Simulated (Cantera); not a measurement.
Cantera run:

```python
import numpy as np
import cantera as ct

gas_names = """
    C CH CH2 CH3 CH2OH CH3O CH4 CH3OH CO CO2 COOH C2 C2H CHCO,ketyl C2H2,acetylene C2H2,vinylidene
    CH2CO,ketene C2H3,vinyl CH3CO,acetyl C2H4 C2H4O,ethylen CH3CHO,ethanal CH3COOH (HCOOH)2 C2H5 C2H6
    CH3OCH3 C2H5OH C2O C3 C3H3,propargyl C3H4,allene C3H4,propyne C3H4,cyclo- C3H5,allyl C3H6,propylene
    C3H6,cyclo- C3H6O C3H7,n-propyl C3H7,i-propyl C3H8 C3H8O,1propanol C3H8O,2propanol C3O2 C4 C4H2
    C4H4,1,3-cyclo- C4H6,butadiene C4H6,2-butyne C4H6,cyclo- C4H8,1-butene C4H8,cis2-buten
    C4H8,tr2-butene C4H8,isobutene C4H8,cyclo- (CH3COOH)2 C4H9,n-butyl C4H9,i-butyl C4H9,s-butyl
    C4H9,t-butyl C4H10,isobutane C4H10,n-butane C5 C5H6,1,3cyclo- C5H8,cyclo- C5H10,1-pentene
    C5H10,cyclo- C5H11,pentyl C5H11,t-pentyl C5H12,n-pentane C5H12,i-pentane CH3C(CH3)2CH3 C6H2
    C6H5,phenyl C6H5O,phenoxy C6H6 C6H5OH,phenol C6H10,cyclo- C6H12,1-hexene C6H12,cyclo- C6H13,n-hexyl
    C7H7,benzyl C7H8 C7H8O,cresol C7H14,1-heptene C7H15,n-heptyl C7H16,n-heptane C8H8,styrene
    C8H10,ethylbenz C8H16,1-octene C8H17,n-octyl C8H18,isooctane C8H18,n-octane C9H19,n-nonyl
    C10H8,naphthale C10H21,n-decyl C12H9,o-bipheny C12H10,bipheny Fe FeC5O5 FeO Fe(OH)2 H HCO HO2 H2
    HCHO,formaldehy HCOOH H2O H2O2 O OH O2 O3
""".split()
cond_names = """
    C(gr) C6H6(L) C7H8(L) C8H18(L),n-octa Fe(a) Fe(c) Fe(d) Fe(L) FeC5O5(L) FeO(s) FeO(L) Fe(OH)2(s)
    Fe(OH)3(s) Fe2O3(s) Fe3O4(s) H2O(s) H2O(L)
""".split()


def load(file, names, dense=False):
    # The tables refer to 1 bar. Condensed volumes are neglected.
    table = {s.name: s for s in ct.Species.list_from_file(file)}
    out = []
    for n in names:
        d = dict(table[n].input_data)
        d["thermo"] = dict(d["thermo"], **{"reference-pressure": 1e5})
        if dense:
            d["equation-of-state"] = {"model": "constant-volume", "density": "1e6 g/cm^3"}
        out.append(ct.Species.from_dict(d))
    return out


gas = ct.Solution(thermo="ideal-gas", species=load("nasa_gas.yaml", gas_names))
cond = {s.name: ct.Solution(thermo="fixed-stoichiometry", species=[s], name=s.name)
        for s in load("nasa_condensed.yaml", cond_names, dense=True)}
atoms = {
    'Fe3O4': {'Fe': 3, 'O': 4},
    'CH4': {'C': 1, 'H': 4},
    'CO': {'C': 1, 'O': 1},
}
top_T = {'C(gr)': 4500, 'Fe2O3(s)': 1830, 'Fe3O4(s)': 1870}  # K; cautious upper limits of use, not melting points


def equilibrate(T, P, feed):
    n = {}
    for name, mol in feed.items():
        for a, k in atoms[name].items():
            n[a] = n.get(a, 0.0) + k * mol
    gas.TPX = T, P, n
    mass = sum(n.values()) * gas.mean_molecular_weight
    gas.equilibrate("TP")
    valid = [c for c in cond.values() if c.min_temp <= T <= top_T.get(c.name, c.max_temp)]
    mix = ct.Mixture([(gas, mass / gas.mean_molecular_weight)] + [(c, 0.0) for c in valid])
    mix.T, mix.P = T, P
    mix.equilibrate("TP", solver="vcs", rtol=1e-11, max_steps=5000)
    return mix


results = []
feed = {'Fe3O4': 1, 'CH4': 0.86, 'CO': 0.21}  # mol
T = 1948  # K
P = 1000  # Pa
mix = equilibrate(T, P, feed)
results.append((T, P, feed, dict(zip(mix.species_names, mix.species_moles))))
x = sorted(zip(gas.X, gas.species_names), reverse=True)
print(f"T = {T:g} K  P = {P:g} Pa  gas = {mix.phase_moles(0):.4g} mol")
print("   x: " + "  ".join(f"{s} {v:.3e}" for v, s in x if v > 1e-05))
print("   condensed (mol): " + ("  ".join(f"{mix.phase(i).name} {mix.phase_moles(i):.4g}"
      for i in range(1, mix.n_phases) if mix.phase_moles(i) > 1e-12) or "none"))
```

Result:

```
T = 1948 K  P = 1000 Pa  gas = 2.858 mol
   x: H2 4.079e-01  CO 3.384e-01  H2O 1.900e-01  CO2 3.590e-02  Fe 2.001e-02  H 7.217e-03  OH 3.041e-04  FeO 1.635e-04  Fe(OH)2 5.901e-05
   condensed (mol): Fe(L) 0.4496  FeO(L) 2.493
```

Method: chemical equilibrium by Gibbs-energy minimisation in Cantera with the NASA 1993 tables (ideal gas, pure condensed phases). Each liquid is taken as pure. Mutual solubility and eutectic melting of coexisting phases are not modelled. The tables' stoichiometric FeO is somewhat more stable than real wüstite, so its field is too wide. FeO: taken at fixed stoichiometry.
